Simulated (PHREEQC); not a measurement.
Dissolve 0.021 mol MgCl2, 2e-05 mol Na2SO4 and 0.0022 mol MgSO4 per kg of water at 25 °C. Closed to the air; pH follows from the charge balance.

All values are PHREEQC results (Pitzer model, pitzer.dat), not measurements.

This is a speciation only: nothing precipitates in the calculation.

**Question.** What specific conductance, osmotic coefficient, density does the model give?

**Answer.** specific conductance 4770 µS/cm; osmotic coefficient 0.870; density 0.999 g/cm³.

Complexes and solids missing from the database can't appear.
